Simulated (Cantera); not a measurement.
Premixed flame

A freely propagating, adiabatic, planar premixed flame of CH4 : O2 : N2 = 1 : 1.54 : 6.62 (molar parts), equivalence ratio 1.3, unburnt at 575 K and 0.133 bar; mixture-averaged transport, grid criteria slope 0.08 and curve 0.16, no radiation.

Cantera simulation using GRI-Mech 3.0 (53 species, 325 reactions); the numbers are that mechanism's predictions, not measurements. Burning velocities carry a grid error of a few per cent, more on coarse grids.

```tsv
z (mm)	T (K)	u (m/s)	x CH4	x O2	x H2O2	x H	x CO	x O
-7.31	575	1.17	0.109	0.168	<1e-8	<1e-8	2.64e-6	<1e-8
-4.87	577	1.18	0.108	0.167	9.46e-8	1.07e-7	4.37e-5	<1e-8
-3.66	587	1.20	0.107	0.166	4.23e-7	1.50e-6	0.000271	6.84e-8
-2.44	663	1.38	0.101	0.160	1.22e-6	2.65e-5	0.00251	9.02e-7
-1.22	1056	2.24	0.0696	0.126	2.36e-6	0.000368	0.0195	2.35e-5
-0.609	1422	3.06	0.0379	0.0871	2.34e-6	0.00152	0.0412	0.000132
0	1750	3.80	0.0107	0.0443	7.39e-7	0.00490	0.0637	0.000523
0.609	1908	4.16	0.00137	0.0182	1.22e-7	0.00943	0.0708	0.00112
1.22	1950	4.24	0.000106	0.00777	2.81e-8	0.0125	0.0672	0.00144
2.44	1965	4.26	5.70e-7	0.00308	2.18e-8	0.0143	0.0600	0.00147
4.87	1975	4.27	<1e-8	0.00229	1.99e-8	0.0143	0.0560	0.00136
9.75	1986	4.29	<1e-8	0.00205	1.82e-8	0.0136	0.0554	0.00123
19.5	2003	4.33	<1e-8	0.00175	1.58e-8	0.0122	0.0554	0.00104
```
x: mole fraction of selected species; z is measured from the peak of heat release.

```
Item                        Result
------------------------  --------
laminar burning velocity  117 cm/s
thermal thickness          2.44 mm
peak x(H2O2)               2.69e-6
peak x(H)                   0.0145
peak x(CO)                  0.0709
peak x(O)                  0.00150
```
